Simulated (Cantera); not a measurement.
A perfectly stirred reactor is fed with 4.20 % CH₄, 95.4 % H₂, 0.353 % H, at 29000 Pa; it is held at 2450 K, and followed from long to short residence time.

Detailed kinetics in Cantera: GRI-Mech 3.0 (53 species, 325 reactions). GRI-Mech 3.0 stops at C3 and has no aromatics, soot or wall deposition, so with more carbon than oxygen in the feed, carbon stays in small species such as C2H2 where larger ones or solid carbon would form.

Question: Predict: x(CH₄) at τ = 0.470 s; x(H₂) at τ = 0.470 s; x(H) at τ = 0.470 s; x(C₂H₄) at τ = 0.470 s; x(C₂H) at τ = 0.470 s; x(CH₄) at τ = 66.0 ms; x(H₂) at τ = 66.0 ms; x(H) at τ = 66.0 ms; x(C₂H₄) at τ = 66.0 ms; x(C₂H) at τ = 66.0 ms.

Answer: 
- x(CH₄) at τ = 0.470 s: 0.000132
- x(H₂) at τ = 0.470 s: 0.944
- x(H) at τ = 0.470 s: 0.0362
- x(C₂H₄) at τ = 0.470 s: 4.73e-6
- x(C₂H) at τ = 0.470 s: 4.85e-5
- x(CH₄) at τ = 66.0 ms: 0.000334
- x(H₂) at τ = 66.0 ms: 0.945
- x(H) at τ = 66.0 ms: 0.0349
- x(C₂H₄) at τ = 66.0 ms: 5.06e-6
- x(C₂H) at τ = 66.0 ms: 4.63e-5
